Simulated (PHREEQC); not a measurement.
**Acid mine or pickling water (model solution)**

A made-up water analysis in mg/kgw, 25 °C, pH 3.41, pe 9.8: Na 40.2; K 2.02; Ca 84.7; Mg 20.1; Cl 62.3; S(6) as SO4 1080; Cd 3.14; Fe(3) 14.6; Li 0.133.

Valence states are taken as typed.

Computed with PHREEQC (ion-association model, wateq4f.dat).

The ionic strength is 0.0253 mol/kgw. The total alkalinity is -1.07 meq/kg and the charge-balance error comes out as -55.0 %.

```
species  molality  activity   log γ
-------  --------  --------  ------
SO4-2     0.00965   0.00532  -0.258
Cl-       0.00176   0.00150  -0.068
Na+       0.00170   0.00147  -0.065
Ca+2      0.00133  0.000741  -0.253
CaSO4    0.000783  0.000787   0.003
Mg+2     0.000486  0.000275  -0.247
H+       0.000442  0.000389  -0.055
MgSO4    0.000341  0.000343   0.003
```

This is a speciation only: nothing precipitates in the calculation. Saturation is exceeded, for instance for Jarosite-K, Jarosite-Na; the values hold only as long as no solid forms. Species that the database lacks are ignored.
